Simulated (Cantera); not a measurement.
What does this Cantera script print?

```python
import numpy as np
import cantera as ct

gas_names = """
    H HO2 H2 H2O H2O2 O OH O2 O3 Si SiH SiH2 SiH3 SiH4 SiO SiO2 Si2 Si3
""".split()
cond_names = """
    H2O(s) H2O(L) Si(cr) Si(L) SiO2(Lqz) SiO2(hqz) SiO2(L)
""".split()


# ... load() reads the species with a 1 bar reference pressure and builds the phases ...
atoms = {
    'Si2H6': {'Si': 2, 'H': 6},
    'H2O': {'H': 2, 'O': 1},
    'O3': {'O': 3},
}
top_T = {}  # K; cautious upper limits of use, not melting points


# ... equilibrate(T, P, feed) seeds the gas with the atoms and calls Mixture.equilibrate('TP', solver="vcs", rtol=1e-11, max_steps=5000) ...
results = []
T = 748.15  # K
P = 1000  # Pa
for m in [0.59, 1, 1.4, 1.8, 2.3, 2.7, 3.1, 3.5, 3.9, 4.3, 4.8, 5.2, 5.6]:
    feed = {'Si2H6': 1, 'H2O': 4.3, 'O3': m}  # mol
    mix = equilibrate(T, P, feed)
    results.append((T, P, feed, dict(zip(mix.species_names, mix.species_moles))))
    x = sorted(zip(gas.X, gas.species_names), reverse=True)
    print(f"T = {T:g} K  P = {P:g} Pa  n(O3) = {m:g} mol  gas = {mix.phase_moles(0):.4g} mol")
    print("   x: " + "  ".join(f"{s} {v:.3e}" for v, s in x if v > 0.001))
    print("   condensed (mol): " + ("  ".join(f"{mix.phase(i).name} {mix.phase_moles(i):.4g}"
          for i in range(1, mix.n_phases) if mix.phase_moles(i) > 1e-12) or "none"))
```

Result:

```
T = 748.15 K  P = 1000 Pa  n(O3) = 0.59 mol  gas = 7.3 mol
   x: H2 7.164e-01  H2O 2.836e-01
   condensed (mol): SiO2(Lqz) 2
T = 748.15 K  P = 1000 Pa  n(O3) = 1 mol  gas = 7.3 mol
   x: H2 5.479e-01  H2O 4.521e-01
   condensed (mol): SiO2(Lqz) 2
T = 748.15 K  P = 1000 Pa  n(O3) = 1.4 mol  gas = 7.3 mol
   x: H2O 6.164e-01  H2 3.836e-01
   condensed (mol): SiO2(Lqz) 2
T = 748.15 K  P = 1000 Pa  n(O3) = 1.8 mol  gas = 7.3 mol
   x: H2O 7.808e-01  H2 2.192e-01
   condensed (mol): SiO2(Lqz) 2
T = 748.15 K  P = 1000 Pa  n(O3) = 2.3 mol  gas = 7.3 mol
   x: H2O 9.863e-01  H2 1.370e-02
   condensed (mol): SiO2(Lqz) 2
T = 748.15 K  P = 1000 Pa  n(O3) = 2.7 mol  gas = 7.85 mol
   x: H2O 9.299e-01  O2 7.006e-02
   condensed (mol): SiO2(Lqz) 2
T = 748.15 K  P = 1000 Pa  n(O3) = 3.1 mol  gas = 8.45 mol
   x: H2O 8.639e-01  O2 1.361e-01
   condensed (mol): SiO2(Lqz) 2
T = 748.15 K  P = 1000 Pa  n(O3) = 3.5 mol  gas = 9.05 mol
   x: H2O 8.066e-01  O2 1.934e-01
   condensed (mol): SiO2(Lqz) 2
T = 748.15 K  P = 1000 Pa  n(O3) = 3.9 mol  gas = 9.65 mol
   x: H2O 7.565e-01  O2 2.435e-01
   condensed (mol): SiO2(Lqz) 2
T = 748.15 K  P = 1000 Pa  n(O3) = 4.3 mol  gas = 10.25 mol
   x: H2O 7.122e-01  O2 2.878e-01
   condensed (mol): SiO2(Lqz) 2
T = 748.15 K  P = 1000 Pa  n(O3) = 4.8 mol  gas = 11 mol
   x: H2O 6.636e-01  O2 3.364e-01
   condensed (mol): SiO2(Lqz) 2
T = 748.15 K  P = 1000 Pa  n(O3) = 5.2 mol  gas = 11.6 mol
   x: H2O 6.293e-01  O2 3.707e-01
   condensed (mol): SiO2(Lqz) 2
T = 748.15 K  P = 1000 Pa  n(O3) = 5.6 mol  gas = 12.2 mol
   x: H2O 5.984e-01  O2 4.016e-01
   condensed (mol): SiO2(Lqz) 2
```

These are equilibrium values from Cantera (NASA tables, ideal gas, pure condensed phases), not measurements of a reactor. The feed counts by its element totals alone.
